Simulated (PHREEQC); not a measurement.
**Copper plating or etch bath**

Solution (36 °C): 0.1 mol Cu(NO3)2 and 0.0047 mol NaCl per kg of water. Closed to the air; pH follows from the charge balance.

Equilibrium calculation in PHREEQC: ion-association model, phreeqc.dat.

Each row changes one thing in this solution. This is a speciation only: nothing precipitates in the calculation.

```json
[
 {"case": "as made", "pH": "4.08", "ionic strength (mol/kgw)": "0.304"},
 {"case": "NaCl left out", "pH": "4.08", "ionic strength (mol/kgw)": "0.300"},
 {"case": "Cu(NO3)2 from 0.1 to 0.2 mol/kgw", "pH": "3.95", "ionic strength (mol/kgw)": "(withheld)"},
 {"case": "Cu(NO3)2 replaced by Pb(NO3)2 at the same molality", "pH": "4.35", "ionic strength (mol/kgw)": "0.223"},
 {"case": "NaCl from 0.0047 to 0.00423 mol/kgw", "pH": "4.08", "ionic strength (mol/kgw)": "0.303"},
 {"case": "Cu(NO3)2 from 0.1 to 0.02 mol/kgw", "pH": "(withheld)", "ionic strength (mol/kgw)": "0.0643"}
]
```

Task: What belongs in the gaps?

Result: 
- Cu(NO3)2 from 0.1 to 0.2 mol/kgw, ionic strength (mol/kgw): 0.603
- Cu(NO3)2 from 0.1 to 0.02 mol/kgw, pH: 4.46

Species that the database lacks are ignored. Constants without temperature data keep their 25 °C values here.
